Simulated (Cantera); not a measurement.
Cantera run:

```python
import numpy as np
import cantera as ct

gas_names = """
    N NO NO2 NO3 N2 N2O O O2 O3 Si SiN SiO SiO2 Si2 Si2N Si3
""".split()
cond_names = """
    Si(cr) Si(L) SiO2(Lqz) SiO2(hqz) SiO2(L) Si2N2O(s) Si3N4(a)
""".split()


def load(file, names, dense=False):
    # The tables refer to 1 bar. Condensed volumes are neglected.
    table = {s.name: s for s in ct.Species.list_from_file(file)}
    out = []
    for n in names:
        d = dict(table[n].input_data)
        d["thermo"] = dict(d["thermo"], **{"reference-pressure": 1e5})
        if dense:
            d["equation-of-state"] = {"model": "constant-volume", "density": "1e6 g/cm^3"}
        out.append(ct.Species.from_dict(d))
    return out


gas = ct.Solution(thermo="ideal-gas", species=load("nasa_gas.yaml", gas_names))
cond = {s.name: ct.Solution(thermo="fixed-stoichiometry", species=[s], name=s.name)
        for s in load("nasa_condensed.yaml", cond_names, dense=True)}
atoms = {
    'Si': {'Si': 1},
    'O2': {'O': 2},
    'N2': {'N': 2},
}
top_T = {'Si2N2O(s)': 2100, 'Si3N4(a)': 2400}  # K; cautious upper limits of use, not melting points


def equilibrate(T, P, feed):
    n = {}
    for name, mol in feed.items():
        for a, k in atoms[name].items():
            n[a] = n.get(a, 0.0) + k * mol
    gas.TPX = T, P, n
    mass = sum(n.values()) * gas.mean_molecular_weight
    gas.equilibrate("TP")
    valid = [c for c in cond.values() if c.min_temp <= T <= top_T.get(c.name, c.max_temp)]
    mix = ct.Mixture([(gas, mass / gas.mean_molecular_weight)] + [(c, 0.0) for c in valid])
    mix.T, mix.P = T, P
    mix.equilibrate("TP", solver="vcs", rtol=1e-11, max_steps=5000)
    return mix


results = []
feed = {'Si': 1, 'O2': 0.2, 'N2': 4}  # mol
P = 73  # Pa
for T in [975, 1050, 1125, 1200, 1275, 1350, 1425, 1500, 1575, 1650, 1725, 1800, 1875, 1950]:
    mix = equilibrate(T, P, feed)
    results.append((T, P, feed, dict(zip(mix.species_names, mix.species_moles))))

top = {s: max(r[3][s] / sum(r[3][g] for g in gas_names) for r in results) for s in gas_names}
cols = sorted((s for s in top if top[s] > 1e-06), key=lambda s: -top[s])[:6]
seen = [c for c in cond_names if any(r[3].get(c, 0) > 1e-12 for r in results)]
print("log10 of partial pressures in bar; condensed amounts in mol")
print(f"{'T/K':>10s}" + "".join(f"{s[:9]:>10s}" for s in cols + seen))
for T, P, feed, n in results:
    ng = sum(n[g] for g in gas_names)
    print(f"{T:10.4g}" + "".join(f"{np.log10(max(n[s] / ng * P / 1e5, 1e-99)):10.3f}" for s in cols)
          + "".join(f"{n.get(c, 0):10.4g}" for c in seen))
```

It prints:

```
log10 of partial pressures in bar; condensed amounts in mol
       T/K        N2       SiO        Si      Si2N       Si2       SiN     Si(L) Si2N2O(s)  Si3N4(a)
       975    -3.137   -17.392   -21.784   -27.452   -32.644   -21.751         0       0.4   0.06667
      1050    -3.137   -15.147   -19.120   -24.046   -28.508   -19.390         0       0.4   0.06667
      1125    -3.137   -13.206   -16.813   -21.100   -24.927   -17.347         0       0.4   0.06667
      1200    -3.137   -11.512   -14.797   -18.526   -21.799   -15.562         0       0.4   0.06667
      1275    -3.137   -10.021   -13.020   -16.260   -19.044   -13.990         0       0.4   0.06667
      1350    -3.137    -8.698   -11.444   -14.250   -16.599   -12.595         0       0.4   0.06667
      1425    -3.137    -7.518   -10.035   -12.455   -14.416   -11.349         0    0.3999   0.06671
      1500    -3.137    -6.458    -8.769   -10.844   -12.454   -10.229         0    0.3983   0.06721
      1575    -3.139    -5.502    -7.625    -9.388   -10.681    -9.218         0     0.385   0.07164
      1650    -3.151    -4.630    -6.579    -8.059    -9.058    -8.298         0    0.2837    0.1049
      1725    -3.179    -4.179    -5.993    -7.593    -8.315    -7.836    0.5934         0         0
      1800    -3.180    -4.180    -5.498    -7.236    -7.717    -7.442    0.5795         0         0
      1875    -3.184    -4.184    -5.043    -6.909    -7.168    -7.081    0.5416         0         0
      1950    -3.193    -4.193    -4.623    -6.612    -6.661    -6.751    0.4438         0         0
```

Method: chemical equilibrium by Gibbs-energy minimisation in Cantera with the NASA 1993 tables (ideal gas, pure condensed phases). N2 is the only nitrogen source here; it is nearly inert below about 1500 K, so the nitride shown seldom forms there in practice. Mutual solubility and eutectic melting of coexisting phases are not modelled. The tables' values for SiN are old estimates; treat these amounts as uncertain.
